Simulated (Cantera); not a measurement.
Input (Python, Cantera):

```python
import numpy as np
import cantera as ct

gas = ct.Solution("gri30.yaml")
gas.TPX = 450, 80000, {'CO': 1, 'H2': 0.55, 'CH4': 0.04, 'O2': 1.22, 'N2': 5.74, 'H2O': 2}
flame = ct.FreeFlame(gas, width=0.047)
flame.set_refine_criteria(ratio=3, slope=0.08, curve=0.16)
flame.transport_model = "unity-Lewis-number"
flame.solve(loglevel=0, auto=True)
z, T = flame.grid, flame.T
thick = (T[-1] - T[0]) / np.gradient(T, z).max()
show = ['CO', 'H2', 'CH4', 'C2H4', 'C2H', 'OH']
print(f"laminar burning velocity  {flame.velocity[0] * 100:.3f} cm/s")
print(f"burnt temperature         {T[-1]:.1f} K")
print(f"thermal thickness         {thick * 1e3:.4f} mm")
print(f"grid points               {len(z)}")
z0 = z[flame.heat_release_rate.argmax()]
print(f"{'z/mm':>9s}{'T/K':>9s}{'u/(m/s)':>9s}" + "".join(f"{s:>11s}" for s in show))
rows = []
for k in (-3, -2, -1.5, -1, -0.5, -0.25, 0, 0.25, 0.5, 1, 2, 4, 8):
    zz = z0 + k * thick
    rows.append([k * thick, np.interp(zz, z, T), np.interp(zz, z, flame.velocity),
                 *(np.interp(zz, z, flame.X[gas.species_index(s)]) for s in show)])
    print(f"{rows[-1][0] * 1e3:9.3f}{rows[-1][1]:9.1f}{rows[-1][2]:9.3f}" + "".join(f"{x:11.3e}" for x in rows[-1][3:]))
```

Result:

```
laminar burning velocity  36.132 cm/s
burnt temperature         1671.4 K
thermal thickness         0.8653 mm
grid points               112
     z/mm      T/K  u/(m/s)         CO         H2        CH4       C2H4        C2H         OH
   -2.596    450.4    0.362  9.477e-02  5.211e-02  3.790e-03  7.363e-11  1.474e-33  2.940e-15
   -1.731    452.9    0.364  9.464e-02  5.199e-02  3.780e-03  5.670e-10  5.405e-31  1.647e-13
   -1.298    460.4    0.369  9.427e-02  5.164e-02  3.751e-03  2.010e-09  2.730e-29  2.294e-12
   -0.865    498.8    0.399  9.236e-02  4.979e-02  3.602e-03  9.471e-09  6.006e-26  2.300e-10
   -0.433    709.4    0.562  8.150e-02  3.931e-02  2.754e-03  5.135e-08  1.470e-19  7.554e-07
   -0.216    965.1    0.753  6.701e-02  2.550e-02  1.637e-03  8.780e-08  1.094e-15  1.025e-04
    0.000   1246.8    0.956  4.584e-02  9.860e-03  3.678e-04  5.096e-08  2.165e-13  1.203e-03
    0.216   1414.1    1.072  2.707e-02  4.875e-03  2.355e-05  2.821e-09  2.249e-13  2.660e-03
    0.433   1503.1    1.133  1.598e-02  3.976e-03  1.032e-06  6.616e-11  2.212e-14  3.175e-03
    0.865   1586.3    1.188  6.815e-03  2.684e-03  2.660e-09  6.102e-14  8.251e-17  3.028e-03
    1.731   1637.9    1.222  2.338e-03  1.170e-03  3.673e-13  3.416e-18  1.812e-20  2.149e-03
    3.461   1660.2    1.236  7.026e-04  3.750e-04  1.678e-17  8.911e-23  4.062e-24  1.259e-03
    6.922   1668.0    1.241  2.035e-04  1.156e-04  1.425e-20  3.000e-27  8.170e-27  7.175e-04
```

Detailed kinetics in Cantera: GRI-Mech 3.0 (53 species, 325 reactions). Unity Lewis numbers drop preferential diffusion, which matters most where H2 and H carry the flame. Burning velocities carry a grid error of a few per cent, more on coarse grids.
